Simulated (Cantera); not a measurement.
What does this Cantera script print?

```python
import numpy as np
import cantera as ct

gas = ct.Solution("gri30.yaml")
gas.TPX = 2023, 30, {'CH4': 1, 'N2': 160}
inlet = ct.Reservoir(gas, clone=True)

reactor = ct.IdealGasConstPressureReactor(gas, energy="off", clone=False)
exhaust = ct.Reservoir(gas, clone=True)
tau = [2.6, 0.85, 0.28, 0.089, 0.029, 0.0093, 0.003, 0.00098][0]
for a, b in ((inlet, reactor), (reactor, exhaust)):
    ct.MassFlowController(a, b, mdot=lambda t: reactor.mass / tau)
net = ct.ReactorNet([reactor])
show = ['CH4', 'H', 'CH2', 'C2H', 'C2H6']

rows = []
print(f"{'tau/s':>10s}{'T/K':>9s}" + "".join(f"{s:>11s}" for s in show))
for tau in [2.6, 0.85, 0.28, 0.089, 0.029, 0.0093, 0.003, 0.00098]:
    net.initial_time = 0.0
    net.advance(30 * tau)
    before = gas.X
    net.advance(40 * tau)
    drift = np.max(np.abs(gas.X - before) / (gas.X + 1e-9))
    rows.append([gas.T, *gas[show].X, drift])
    print(f"{tau:10.3e}{gas.T:9.1f}" + "".join(f"{x:11.3e}" for x in gas[show].X))
```

Result:

```
     tau/s      T/K        CH4          H        CH2        C2H       C2H6
 2.600e+00   2023.0  2.058e-03  1.007e-04  5.267e-06  6.331e-07  3.304e-09
 8.500e-01   2023.0  3.773e-03  5.698e-05  4.579e-06  3.164e-07  3.940e-09
 2.800e-01   2023.0  5.429e-03  2.118e-05  2.153e-06  6.562e-08  1.373e-09
 8.900e-02   2023.0  6.013e-03  1.037e-05  4.976e-07  2.024e-09  1.678e-10
 2.900e-02   2023.0  6.153e-03  7.858e-06  7.482e-08  1.036e-11  1.520e-11
 9.300e-03   2023.0  6.195e-03  5.202e-06  6.008e-09  2.014e-14  9.930e-13
 3.000e-03   2023.0  6.207e-03  2.565e-06  2.976e-10  2.580e-17  4.840e-14
 9.800e-04   2023.0  6.210e-03  1.009e-06  1.282e-11  3.333e-20  1.942e-15
```

Detailed kinetics in Cantera: GRI-Mech 3.0 (53 species, 325 reactions). GRI-Mech 3.0 stops at C3 and has no aromatics, soot or wall deposition, so with more carbon than oxygen in the feed, carbon stays in small species such as C2H2 where larger ones or solid carbon would form. Radical loss at walls, strong at low pressure, is not modelled.
